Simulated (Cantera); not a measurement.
Charge: 1 mol MgCO3, 2.3 mol SO3, 0.046 mol CO2, 1.5 mol SO2, held at 2.30 bar.

Equilibrium computed with Cantera from the NASA thermochemical tables; the gas is ideal and each condensed phase is pure. Candidate condensed phases: C, Mg, MgCO3, MgO, MgS, MgSO4, S; 26 gas species. Mutual solubility and eutectic melting of coexisting phases are not modelled. Equilibrium is a limit: real reactors are often held back by kinetics, nucleation or transport.

Task: At 1398 K, list the 4 most abundant gas species with their mole fractions, and the condensed phases.

Result: SO2 0.613, CO2 0.194, O2 0.168, SO3 0.0249. Condensed: MgO(s) + MgSO4(s).
